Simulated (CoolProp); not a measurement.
Vapour-liquid equilibrium of CHF3 (R23) (1) + CH2F2 (R32) (2) at -14.05 °C; x and y are mole fractions of (1).

The numbers come from the multi-fluid Helmholtz-energy mixture model, Penoncello 2003 and Tillner-Roth 1997; pair parameters Bell 2016 in CoolProp.

```tsv
x	bubble pressure, mixture model (kPa)	bubble pressure, Raoult's law (kPa)	y, mixture model	y, Raoult's law
0.05	559.8	563.5	0.131	0.148
0.15	670.4	680.3	0.333	0.369
0.25	782.2	797.2	0.481	0.525
0.35	895.1	914.0	0.594	0.641
0.45	1009	1031	0.685	0.731
0.55	1124	1148	0.760	0.802
0.65	1240	1265	0.824	0.860
0.75	1359	1381	0.880	0.909
0.85	1481	1498	0.930	0.949
0.95	1608	1615	0.977	0.984
```

The largest gap from Raoult's law is -2.1 % in bubble pressure, at x = 0.45. No azeotrope shows between x = 0.05 and 0.95.

The pair parameters rest on a limited set of measurements; away from them the model extrapolates.
